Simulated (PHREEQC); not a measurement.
0.64 g of hydrous ferric oxide (600 m²/g; 0.2 weak and 0.005 strong sites per Fe, Dzombak-Morel constants, diffuse double layer) in 1 kg of water with 0.001 mol/kgw of an inert sodium salt, at 25 °C; the pH is set by adding NaOH or the inert anion's acid. Oxygen alone is held at its pressure in air (log pO2 = -0.68). The system is closed to CO2. Precipitation was switched off in this run.

Base run: PHREEQC, ion-association model, wateq4f.dat. Each further column changes one thing. The table gives surface charge σ (C/m²).

```tsv
pH	base	background salt from 0.001 to 0.0001 mol/kgw	oxide from 0.64 to 3.2 g/kgw	0.00077 mol/kgw BaCl2 added
3	0.263	0.240	0.294	0.293
3.67	0.162	0.120	0.196	0.207
4.33	0.095	0.053	0.114	0.133
5.67	0.027	(withheld)	0.029	0.044
6.33	0.013	0.005	0.014	0.023
7	0.006	0.002	0.006	0.011
7.67	0.002	0.001	0.002	0.004
8.33	-0.001	0.000	-0.001	-0.001
9.67	-0.011	(withheld)	-0.011	-0.007
10.33	-0.023	-0.013	(withheld)	-0.009
11	-0.055	-0.044	-0.060	-0.012
```

### Question
Some entries are withheld; supply them.

### Answer

- 5.67, background salt from 0.001 to 0.0001 mol/kgw: 0.010
- 9.67, background salt from 0.001 to 0.0001 mol/kgw: -0.004
- 10.33, oxide from 0.64 to 3.2 g/kgw: -0.025

The oxide is taken as insoluble; below pH 4 it would dissolve.
